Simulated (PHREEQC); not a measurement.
A solution holds 0.0021 mol H2SO4, 0.048 mol CuSO4 and 0.0013 mol MnSO4 per kg of water, at 25 °C. Closed to the air; pH follows from the charge balance.

Computed with PHREEQC (ion-association model, wateq4f.dat).

This is a speciation only: nothing precipitates in the calculation.

Order these S species by the share of S that they hold, largest first: HSO4-, CuSO4, MnSO4, SO4-2.

SO4-2 (54 %), CuSO4 (40 %), HSO4- (4.2 %), MnSO4 (1.0 %)

The pH is 2.77 and the ionic strength 0.114 mol/kgw.
